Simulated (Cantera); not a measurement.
What does this Cantera script print?

```python
import numpy as np
import cantera as ct

gas = ct.Solution("gri30.yaml")
gas.TPX = 1898, 1200, {'NO': 1, 'N2': 1.4}
reactor = ct.IdealGasConstPressureReactor(gas, energy="off", clone=False)
net = ct.ReactorNet([reactor])
net.rtol, net.atol = 1e-08, 1e-18
show = ['NO', 'N2O', 'O', 'N2', 'NO2']
times = np.geomspace(5e-06, 60, 11)

steps = ct.SolutionArray(gas, extra=["t"])
rows = []
print(f"{'t/s':>10s}{'T/K':>9s}{'P/Pa':>11s}" + "".join(f"{s:>11s}" for s in show))
for t in times:
    while net.time < t:
        t_next = net.step()
        steps.append(gas.state, t=t_next)
    rows.append([np.interp(t, steps.t, y) for y in (steps.T, steps.P, *steps(*show).X.T)])
    print(f"{t:10.3e}{rows[-1][0]:9.1f}{rows[-1][1]:11.4g}" + "".join(f"{x:11.3e}" for x in rows[-1][2:]))
rate = np.gradient(steps.T, steps.t)
print("integrator steps:", len(steps.t))
if steps.T.max() > steps.T[0] + 200:
    print(f"time of steepest temperature rise: {steps.t[rate.argmax()]:.4e} s")
gas.TPX = 1898, 1200, {'NO': 1, 'N2': 1.4}
gas.equilibrate("TP")
print(f"equilibrium (TP): T = {gas.T:.1f} K  " + "  ".join(f"{s} {gas[s].X[0]:.3e}" for s in show))
```

Result:

```
       t/s      T/K       P/Pa         NO        N2O          O         N2        NO2
 5.000e-06   1898.0       1200  4.167e-01  5.545e-09  5.545e-09  5.833e-01  8.459e-14
 2.552e-05   1898.0       1200  4.167e-01  2.830e-08  2.830e-08  5.833e-01  2.220e-12
 1.303e-04   1898.0       1200  4.167e-01  1.443e-07  1.445e-07  5.833e-01  5.761e-11
 6.649e-04   1898.0       1200  4.167e-01  7.337e-07  7.394e-07  5.833e-01  1.494e-09
 3.393e-03   1898.0       1200  4.167e-01  3.671e-06  3.818e-06  5.833e-01  3.600e-08
 1.732e-02   1898.0       1200  4.166e-01  1.695e-05  2.068e-05  5.833e-01  6.941e-07
 8.841e-02   1898.0       1200  4.164e-01  5.339e-05  1.198e-04  5.834e-01  5.778e-06
 4.512e-01   1898.0       1200  4.148e-01  6.253e-05  2.877e-04  5.841e-01  1.092e-05
 2.303e+00   1898.0       1200  4.059e-01  5.761e-05  3.469e-04  5.885e-01  1.546e-05
 1.176e+01   1898.0       1200  3.550e-01  3.922e-05  5.553e-04  6.139e-01  2.906e-05
 6.000e+01   1898.0       1200  1.377e-01  4.753e-06  1.024e-03  7.224e-01  2.500e-05
integrator steps: 692
equilibrium (TP): T = 1898.0 K  NO 5.652e-03  N2O 3.515e-08  O 1.219e-03  N2 7.884e-01  NO2 1.261e-06
```

Computed with Cantera and GRI-Mech 3.0 (53 species, 325 reactions). Radical loss at walls, strong at low pressure, is not modelled.
